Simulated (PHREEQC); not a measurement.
## Leach liquor: an equilibrium model

Consider water at 55 °C with 0.0076 mol/kgw H2SO4, 3.4e-05 mol/kgw MnSO4 and 0.086 mol/kgw Na2SO4. Closed to the air; pH follows from the charge balance.

Equilibrium calculation in PHREEQC: ion-association model, phreeqc.dat.

| Item | Result |
|---|---|
| pH | 2.60 |
| ionic strength | 0.225 mol/kgw |
| specific conductance | 24500 µS/cm |
| density | 0.997 g/cm³ |
| total alkalinity | -15.2 meq/kg |

```json
[
 {"species": "Na+", "molality": "0.156", "activity": "0.114", "log γ": "-0.137"},
 {"species": "SO4-2", "molality": "0.0656", "activity": "0.0172", "log γ": "-0.581"},
 {"species": "NaSO4-", "molality": "0.0160", "activity": "0.0117", "log γ": "-0.138"},
 {"species": "HSO4-", "molality": "0.0120", "activity": "0.00873", "log γ": "-0.137"},
 {"species": "H+", "molality": "0.00323", "activity": "0.00253", "log γ": "-0.106"},
 {"species": "MnSO4", "molality": "2.02e-5", "activity": "2.12e-5", "log γ": "0.022"},
 {"species": "Mn+2", "molality": "1.38e-5", "activity": "4.12e-6", "log γ": "-0.526"}
]
```

No solid was allowed to form. At this temperature some constants are extrapolated from 25 °C, and those without enthalpy data are left unchanged.
